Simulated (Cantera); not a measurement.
# NO annealing gas

An isothermal, constant-pressure homogeneous reactor starts with 96.4 % NO, 3.57 % N₂, at 1825 K and 10.5 Torr.

Detailed kinetics in Cantera: GRI-Mech 3.0 (53 species, 325 reactions). Radical loss at walls, strong at low pressure, is not modelled.

```
t (s)      x NO     x NO₂      x O₂    x N₂     x N₂O
--------  -----  --------  --------  ------  --------
0.000500  0.964   1.02e-8   3.81e-9  0.0357   1.87e-6
0.00144   0.964   8.36e-8   3.18e-8  0.0357   5.38e-6
0.00416   0.964   6.57e-7   2.67e-7  0.0357   1.53e-5
0.0120    0.964   4.53e-6   2.39e-6  0.0357   4.25e-5
0.0347    0.964   2.02e-5   2.67e-5  0.0357  0.000109
0.100     0.963   3.44e-5  0.000243  0.0359  0.000223
0.289     0.961   3.87e-5   0.00116  0.0368  0.000301
0.833     0.956   4.52e-5   0.00400  0.0397  0.000302
2.40      0.939   6.13e-5    0.0123  0.0480  0.000283
6.93      0.890   9.45e-5    0.0365  0.0723  0.000239
20.0      0.754  0.000140     0.104   0.140  0.000154
```
x: mole fraction; the columns are a selection and need not sum to one.

Equilibrium at this temperature and pressure: NO 0.00554, NO₂ 2.35e-6, O₂ 0.479, N₂ 0.515, N₂O 3.03e-8 (gas phase only).
